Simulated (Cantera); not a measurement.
Cantera run, input and output.

```python
import numpy as np
import cantera as ct

gas = ct.Solution("gri30.yaml")
gas.TPX = 1173, 2666, {'H2': 0.037, 'O2': 1}
reactor = ct.IdealGasConstPressureReactor(gas, energy="off", clone=False)
net = ct.ReactorNet([reactor])
net.rtol, net.atol = 1e-08, 1e-18
show = ['H2', 'O2', 'OH', 'H2O2', 'H2O', 'O', 'HO2']
times = np.geomspace(0.0003, 20, 10)

steps = ct.SolutionArray(gas, extra=["t"])
rows = []
print(f"{'t/s':>10s}{'T/K':>9s}{'P/Pa':>11s}" + "".join(f"{s:>11s}" for s in show))
for t in times:
    while net.time < t:
        t_next = net.step()
        steps.append(gas.state, t=t_next)
    rows.append([np.interp(t, steps.t, y) for y in (steps.T, steps.P, *steps(*show).X.T)])
    print(f"{t:10.3e}{rows[-1][0]:9.1f}{rows[-1][1]:11.4g}" + "".join(f"{x:11.3e}" for x in rows[-1][2:]))
rate = np.gradient(steps.T, steps.t)
print("integrator steps:", len(steps.t))
if steps.T.max() > steps.T[0] + 200:
    print(f"time of steepest temperature rise: {steps.t[rate.argmax()]:.4e} s")
gas.TPX = 1173, 2666, {'H2': 0.037, 'O2': 1}
gas.equilibrate("TP")
print(f"equilibrium (TP): T = {gas.T:.1f} K  " + "  ".join(f"{s} {gas[s].X[0]:.3e}" for s in show))
```

Output:

```
       t/s      T/K       P/Pa         H2         O2         OH       H2O2        H2O          O        HO2
 3.000e-04   1173.0       2666  3.568e-02  9.643e-01  3.237e-08  7.731e-12  5.715e-08  4.923e-08  1.164e-08
 1.031e-03   1173.0       2666  3.555e-02  9.642e-01  4.389e-05  4.217e-10  9.357e-05  6.817e-05  6.099e-07
 3.541e-03   1173.0       2666  4.797e-04  9.396e-01  2.280e-03  1.360e-07  3.225e-02  2.155e-02  5.783e-06
 1.216e-02   1173.0       2666  2.378e-04  9.511e-01  1.623e-03  1.289e-07  3.430e-02  1.136e-02  4.673e-06
 4.179e-02   1173.0       2666  5.682e-05  9.606e-01  7.938e-04  1.058e-07  3.573e-02  2.680e-03  2.525e-06
 1.436e-01   1173.0       2666  6.975e-06  9.632e-01  2.817e-04  5.367e-08  3.617e-02  3.343e-04  7.322e-07
 4.932e-01   1173.0       2666  7.956e-07  9.636e-01  9.676e-05  1.716e-08  3.628e-02  3.907e-05  1.407e-07
 1.695e+00   1173.0       2666  1.170e-07  9.636e-01  3.760e-05  4.473e-09  3.631e-02  5.880e-06  2.700e-08
 5.822e+00   1173.0       2666  2.269e-08  9.637e-01  1.670e-05  1.152e-09  3.632e-02  1.160e-06  7.589e-09
 2.000e+01   1173.0       2666  5.465e-09  9.637e-01  8.232e-06  3.216e-10  3.632e-02  2.821e-07  5.388e-09
integrator steps: 1884
equilibrium (TP): T = 1173.0 K  H2 1.632e-09  O2 9.637e-01  OH 4.504e-06  H2O2 1.089e-10  H2O 3.633e-02  O 8.454e-08  HO2 7.531e-09
```

Model: GRI-Mech 3.0 (53 species, 325 reactions), integrated in Cantera. Radical loss at walls, strong at low pressure, is not modelled. The temperature is held fixed by assumption; the heat of reaction is taken as removed at once.
